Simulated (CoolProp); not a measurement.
Vapour pressure (MPa) of octamethylcyclotetrasiloxane (D4): the reference equation beside estimates from Tc = 586.5 K, pc = 1.347 MPa, ω = 0.598. Clausius-Clapeyron is anchored at 355.6 K with a constant enthalpy of vaporisation of 48.89 kJ/mol.

Computed with CoolProp (reference Helmholtz-energy equation of state, Thol 2015).

```tsv
T (K)	reference	Clausius-Clapeyron	Redlich-Kwong
315.5	0.0004466	0.0004944	0.007936
328.8	0.001004	0.001051	0.01303
342.2	0.002089	0.002116	0.02044
355.6	0.004043	0.004043	0.03076
368.9	0.007317	0.007339	0.04452
382.3	0.01259	0.01283	0.06261
395.7	0.02064	0.02160	0.08564
409	0.03234	0.03502	0.1141
422.4	0.04897	0.05525	0.1491
435.8	0.07175	0.08476	0.1912
449.1	0.1019	0.1264	0.2406
```

Absolute difference from the reference over all 11 rows, mean and median: Clausius-Clapeyron 7.9 and 4.7 %, Redlich-Kwong 581.3 and 397.3 %.
